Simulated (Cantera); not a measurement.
**Reactions in the system Cr-H-N-O**

Standard-state values (1 bar) from the NASA 1993 polynomials, evaluated with Cantera. Values are per mole of reaction as written; species without (g) are pure solids or liquids, kept so even where they would boil at 1 bar.

2 Cr2O3 + 3 H2(g) + N2(g) = 3 H2O2(g) + 2 Cr2N

```json
[
 {"T (K)": "300", "ΔH° (kJ)": "1610.0", "ΔS° (J/K)": "89.5", "ΔG° (kJ)": "1583.1", "log10 K": "-275.64"},
 {"T (K)": "625", "ΔH° (kJ)": "1592.1", "ΔS° (J/K)": "46.4", "ΔG° (kJ)": "1563.1", "log10 K": "-130.63"},
 {"T (K)": "725", "ΔH° (kJ)": "1588.8", "ΔS° (J/K)": "41.6", "ΔG° (kJ)": "1558.7", "log10 K": "-112.30"},
 {"T (K)": "825", "ΔH° (kJ)": "1586.2", "ΔS° (J/K)": "38.2", "ΔG° (kJ)": "1554.7", "log10 K": "-98.43"},
 {"T (K)": "925", "ΔH° (kJ)": "1584.4", "ΔS° (J/K)": "36.1", "ΔG° (kJ)": "1551.0", "log10 K": "-87.58"},
 {"T (K)": "1025", "ΔH° (kJ)": "1583.3", "ΔS° (J/K)": "35.0", "ΔG° (kJ)": "1547.4", "log10 K": "-78.86"},
 {"T (K)": "1125", "ΔH° (kJ)": "1582.9", "ΔS° (J/K)": "34.6", "ΔG° (kJ)": "1544.0", "log10 K": "-71.69"},
 {"T (K)": "1225", "ΔH° (kJ)": "1583.1", "ΔS° (J/K)": "34.8", "ΔG° (kJ)": "1540.5", "log10 K": "-65.69"}
]
```
